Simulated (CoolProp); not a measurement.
Vapour pressure (MPa) of decamethylcyclopentasiloxane (D5): the reference equation beside estimates from Tc = 345.1 °C, pc = 1.078 MPa, ω = 0.631. Clausius-Clapeyron is anchored at 171.75 °C with a constant enthalpy of vaporisation of 45.80 kJ/mol.

Model: reference Helmholtz-energy equation of state, Thol 2019, in CoolProp.

```json
[
 {"T (°C)": "171.75", "reference": "0.03638", "Lee-Kesler": "0.03616", "Clausius-Clapeyron": "0.03638", "Peng-Robinson": "0.03694"},
 {"T (°C)": "187.25", "reference": "0.05609", "Lee-Kesler": "0.05543", "Clausius-Clapeyron": "0.05520", "Peng-Robinson": "0.05632"},
 {"T (°C)": "202.65", "reference": "0.08310", "Lee-Kesler": "0.08184", "Clausius-Clapeyron": "0.08131", "Peng-Robinson": "0.08288"},
 {"T (°C)": "218.15", "reference": "0.1195", "Lee-Kesler": "0.1175", "Clausius-Clapeyron": "0.1172", "Peng-Robinson": "0.1188"},
 {"T (°C)": "233.55", "reference": "0.1667", "Lee-Kesler": "0.1638", "Clausius-Clapeyron": "0.1647", "Peng-Robinson": "0.1656"},
 {"T (°C)": "249.05", "reference": "0.2275", "Lee-Kesler": "0.2236", "Clausius-Clapeyron": "0.2275", "Peng-Robinson": "0.2261"},
 {"T (°C)": "264.55", "reference": "0.3038", "Lee-Kesler": "0.2989", "Clausius-Clapeyron": "0.3083", "Peng-Robinson": "0.3026"},
 {"T (°C)": "279.95", "reference": "0.3975", "Lee-Kesler": "0.3920", "Clausius-Clapeyron": "0.4101", "Peng-Robinson": "0.3971"}
]
```

Absolute difference from the reference over all 8 rows, mean and median: Lee-Kesler 1.4 and 1.6 %, Clausius-Clapeyron 1.4 and 1.5 %, Peng-Robinson 0.6 and 0.5 %.
